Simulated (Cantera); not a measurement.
Input: 1 mol Si₃N₄, 0.31 mol N₂O, 14 mol N₂, held at 13.3 mbar.

Cantera equilibrium calculation (NASA polynomials, part measured and part estimated; ideal gas, pure solids and liquids). Candidate condensed phases: Si, SiO₂, Si₂N₂O, Si₃N₄; 16 gas species. The tables' values for SiN are old estimates; treat these amounts as uncertain. Kinetics and transport are ignored. All values below are at 1873 K.

Base state: N₂ 0.981, SiO 0.0186, Si 0.000661, Si₂N 4.05e-5, SiN 2.72e-5 (mole fractions); condensed: Si(l).

Task: What changes in the equilibrium state with this change: pressure from 13.3 mbar to 0.100 bar?

Result: 
```csv
species,before,after
N₂,0.981,0.993
SiO,0.0186,0.00646
Si,0.000661,3.76e-5
Si₂N,4.05e-5,2.70e-6
SiN,2.72e-5,4.26e-6
"Si(l), mol",2.68,0
"Si₂N₂O(s), mol",0,0.216
"Si₃N₄(s), mol",0,0.824
```
Mutual solubility and eutectic melting of coexisting phases are not modelled.
